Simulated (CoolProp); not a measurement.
n-dodecane along the isobar 0.551 MPa: density (kg/m³) from the reference equation and from simpler models built on Tc = 658.1 K, pc = 1.818 MPa, ω = 0.574; each cubic takes its own stable root.

The numbers come from the reference Helmholtz-energy equation of state, Lemmon 2004 in CoolProp. It is a short technical equation, of lower accuracy than the large ones.

```
T (K)   phase  reference
-----  ------  ---------
402.9  liquid      667.8
433.9  liquid      643.2
464.9  liquid      617.2
496    liquid      589.2
527    liquid      558.2
558    liquid      522.6
589       gas      24.43
620       gas      21.93
```

Question: How far does each simpler model (Redlich-Kwong, Soave-Redlich-Kwong, Peng-Robinson) lie from the reference over these 8 states: mean and median of the absolute difference, and the worst?

Answer: 
- Redlich-Kwong: mean 28.6 %, median 24.0 %, worst -95.2 % at 558 K and 0.551 MPa
- Soave-Redlich-Kwong: mean 14.4 %, median 17.6 %, worst -19.0 % at 558 K and 0.551 MPa
- Peng-Robinson: mean 6.0 %, median 7.0 %, worst -8.2 % at 558 K and 0.551 MPa

At some of these states Redlich-Kwong gives the other phase, because its saturation line lies elsewhere.
